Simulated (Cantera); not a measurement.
What does this Cantera script print?

```python
import numpy as np
import cantera as ct

gas_names = [...]  # 135 gases of nasa_gas.yaml made of C, Cl, F, H
cond_names = """
    C(gr) C6H6(L) C7H8(L) C8H18(L),n-octa
""".split()


# ... load() reads the species with a 1 bar reference pressure and builds the phases ...
atoms = {
    'c-C4F8': {'C': 4, 'F': 8},
    'HCl': {'H': 1, 'CL': 1},
    'H2': {'H': 2},
}
top_T = {'C(gr)': 4500}  # K; cautious upper limits of use, not melting points


# ... equilibrate(T, P, feed) seeds the gas with the atoms and calls Mixture.equilibrate('TP', solver="vcs", rtol=1e-11, max_steps=5000) ...
results = []
feed = {'c-C4F8': 1, 'HCl': 0.1, 'H2': 0.63}  # mol
P = 5900  # Pa
for T in [2500, 3000, 3500, 4000, 4500, 5000]:
    mix = equilibrate(T, P, feed)
    results.append((T, P, feed, dict(zip(mix.species_names, mix.species_moles))))

top = {s: max(r[3][s] / sum(r[3][g] for g in gas_names) for r in results) for s in gas_names}
cols = sorted((s for s in top if top[s] > 1e-05), key=lambda s: -top[s])[:5]
seen = [c for c in cond_names if any(r[3].get(c, 0) > 1e-12 for r in results)]
print("log10 of partial pressures in bar; condensed amounts in mol")
print(f"{'T/K':>10s}" + "".join(f"{s[:9]:>10s}" for s in cols + seen))
for T, P, feed, n in results:
    ng = sum(n[g] for g in gas_names)
    print(f"{T:10.4g}" + "".join(f"{np.log10(max(n[s] / ng * P / 1e5, 1e-99)):10.3f}" for s in cols)
          + "".join(f"{n.get(c, 0):10.4g}" for c in seen))
```

Output:

```
log10 of partial pressures in bar; condensed amounts in mol
       T/K         F       CF2         C        HF         H     C(gr)
      2500    -1.863    -1.670    -6.779    -1.787    -5.803     1.691
      3000    -1.455    -2.128    -4.295    -1.957    -4.314     2.449
      3500    -1.443    -3.284    -2.785    -2.123    -3.009         0
      4000    -1.437    -4.589    -2.078    -2.580    -2.353         0
      4500    -1.453    -5.928    -1.812    -3.355    -2.241         0
      5000    -1.455    -7.150    -1.767    -4.044    -2.228         0
```

Equilibrium computed with Cantera from the NASA thermochemical tables; the gas is ideal and each condensed phase is pure. The feed counts by its element totals alone. The tables' values for C2F4 are old estimates; treat these amounts as uncertain. Gases not in the tables: C2F6 and larger saturated fluorocarbons.
